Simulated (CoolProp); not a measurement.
500 sccm (0 °C, 1 atm) of nitrogen bubbles through liquid ethanol at 334.9 K and leaves saturated at a total pressure of 0.15 MPa (ideal gas phase). Each further row changes one setting.

Model: reference Helmholtz-energy equation of state, Schroeder 2014, in CoolProp.

```csv
case,vapour pressure (kPa),mole fraction of vapour,delivery (mg/min),delivery (sccm),change of delivery for a bath 1 K warmer (%)
as stated,50.5,[?],[?],254,[?]
bath temperature 339.9 K,62.8,[?],[?],[?],[?]
total pressure 0.3 MPa,50.5,0.168,208,101,5.5
```

Task: Fill in the missing entries.

Result: 
- as stated, mole fraction of vapour: 0.337
- as stated, delivery (mg/min): 522
- as stated, change of delivery for a bath 1 K warmer (%): 6.9
- bath temperature 339.9 K, mole fraction of vapour: 0.418
- bath temperature 339.9 K, delivery (mg/min): 739
- bath temperature 339.9 K, delivery (sccm): 360
- bath temperature 339.9 K, change of delivery for a bath 1 K warmer (%): 7.7
